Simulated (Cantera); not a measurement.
An isothermal, constant-pressure homogeneous reactor starts with H2 : O2 = 0.015 : 1 (molar parts), equivalence ratio 0.0075, at 1000 K and 0.0355 atm.

Computed with Cantera and GRI-Mech 3.0 (53 species, 325 reactions). Radical loss at walls, strong at low pressure, is not modelled.

x: mole fraction; the columns are a selection and need not sum to one.

```csv
t (s),x H2,x O2,x O,x H,x HO2
0.000500,0.0148,0.985,4.23e-10,1.18e-10,2.09e-10
0.00230,0.0148,0.985,2.43e-7,5.51e-8,1.30e-8
0.0106,___,0.981,___,___,___
0.0486,8.30e-6,0.985,0.000345,8.01e-6,1.74e-6
0.224,___,0.985,___,___,___
1.03,2.48e-8,0.985,1.68e-6,2.79e-9,3.57e-8
4.73,2.10e-9,0.985,2.02e-7,1.17e-10,5.00e-9
21.7,2.97e-10,0.985,3.31e-8,7.74e-12,9.30e-10
100,5.37e-11,0.985,6.36e-9,<1e-12,3.42e-10
```

Task: Complete the blanks.

Result: 
- 0.0106, x H2: 0.000266
- 0.0106, x O: 0.00362
- 0.0106, x H: 0.000435
- 0.0106, x HO2: 7.29e-6
- 0.224, x H2: 4.60e-7
- 0.224, x O: 2.18e-5
- 0.224, x H: 1.28e-7
- 0.224, x HO2: 2.93e-7
